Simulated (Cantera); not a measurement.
Feed: 1 mol n-butane, 0.6 mol H₂O, 10 mol N₂, equilibrated at 39.0 bar.

Cantera equilibrium calculation (NASA polynomials, part measured and part estimated; ideal gas, pure solids and liquids). Candidate condensed phases: C, C₆H₆, C₇H₈, C₈H₁₈, H₂O; 136 gas species. The ideal-gas law is rough above about 30 bar. The numbers say what is thermodynamically allowed, not how fast it happens.

### Question
What share of the C ends up in condensed phases as a function of T (°C), at 1625, 1775, 1925, 2075, 2225, 2375, 2525?

### Answer
```json
[
 {"T (°C)": "1625", "C condensed (%)": "82.0", "as": "C(graphite)"},
 {"T (°C)": "1775", "C condensed (%)": "80.5", "as": "C(graphite)"},
 {"T (°C)": "1925", "C condensed (%)": "77.9", "as": "C(graphite)"},
 {"T (°C)": "2075", "C condensed (%)": "73.7", "as": "C(graphite)"},
 {"T (°C)": "2225", "C condensed (%)": "67.8", "as": "C(graphite)"},
 {"T (°C)": "2375", "C condensed (%)": "59.7", "as": "C(graphite)"},
 {"T (°C)": "2525", "C condensed (%)": "49.3", "as": "C(graphite)"}
]
```
